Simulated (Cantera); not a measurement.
# Adiabatic ignition

An adiabatic, constant-pressure homogeneous reactor starts with 4.47 % CH4, 0.237 % C2H6, 8.13 % O2, 76.4 % N2, 10.7 % CO2, at 1475 K and 500000 Pa.

Detailed kinetics in Cantera: GRI-Mech 3.0 (53 species, 325 reactions).

| t (s) | T (K) | x CH4 | x C2H6 | x O2 | x CH3 | x HCN |
|---|---|---|---|---|---|---|
| 3.00e-6 | 1475 | 0.0447 | 0.00236 | 0.0813 | 1.20e-5 | <1e-12 |
| 1.11e-5 | 1475 | 0.0447 | 0.00235 | 0.0813 | 4.39e-5 | <1e-12 |
| 4.13e-5 | 1475 | 0.0446 | 0.00230 | 0.0813 | 0.000117 | <1e-12 |
| 0.000153 | 1478 | 0.0437 | 0.00220 | 0.0807 | 0.000148 | <1e-12 |
| 0.000569 | 1626 | 0.0207 | 0.000974 | 0.0582 | 0.000783 | 4.40e-9 |
| 0.00211 | 2211 | <1e-12 | <1e-12 | 0.000228 | <1e-12 | 1.24e-10 |
| 0.00783 | 2212 | <1e-12 | <1e-12 | 0.000164 | <1e-12 | 1.84e-10 |
| 0.0291 | 2212 | <1e-12 | <1e-12 | 0.000162 | <1e-12 | 3.12e-10 |
| 0.108 | 2211 | <1e-12 | <1e-12 | 0.000158 | <1e-12 | 6.05e-10 |
| 0.400 | 2210 | <1e-12 | <1e-12 | 0.000156 | <1e-12 | 7.38e-10 |
x: mole fraction; the columns are a selection and need not sum to one.

The time of steepest temperature rise comes out as 0.604 ms, the temperature at 0.400 s is 2210 K and the equilibrium temperature comes out as 2210 K. The x(CH4) at 0.400 s is <1e-12 (gas-phase equilibrium <1e-12) and the x(C2H6) at 0.400 s is <1e-12 (gas-phase equilibrium <1e-12). The x(O2) at 0.400 s is 0.000156 (gas-phase equilibrium 0.000156).
